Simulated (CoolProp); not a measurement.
A closed Brayton cycle with dry air: compressor inlet 310.15 K and 5.7 MPa, high pressure 18.7 MPa, turbine inlet 895 K, compressor efficiency 0.85, turbine efficiency 0.85, recuperator effectiveness 0.8 (on enthalpy, no pinch check). Each further row changes one setting.

Model: reference Helmholtz-energy equation of state, Lemmon 2000, in CoolProp. It is a pseudo-pure fit of the blend.

```
case                           thermal efficiency (%)  net work (kJ/kg)  compressor to turbine work  compressor exit (K)  turbine exit (K)
-----------------------------  ----------------------  ----------------  --------------------------  -------------------  ----------------
as stated                                  (withheld)              78.9                        0.66                459.1             691.5
turbine inlet 845 K                        (withheld)              65.8                  (withheld)                459.1        (withheld)
compressor inlet 320.15 K                        26.0              73.6                        0.68                473.6             691.5
high pressure 15.9 MPa                     (withheld)        (withheld)                        0.63                435.7        (withheld)
recuperator effectiveness 0.5              (withheld)              78.9                        0.66                459.1             691.5
```

Task: Complete the blanks.

Result: 
- as stated, thermal efficiency (%): 27.5
- turbine inlet 845 K, thermal efficiency (%): 24.8
- turbine inlet 845 K, compressor to turbine work: 0.70
- turbine inlet 845 K, turbine exit (K): 651.1
- high pressure 15.9 MPa, thermal efficiency (%): 28.1
- high pressure 15.9 MPa, net work (kJ/kg): 75.5
- high pressure 15.9 MPa, turbine exit (K): 716.1
- recuperator effectiveness 0.5, thermal efficiency (%): 21.8
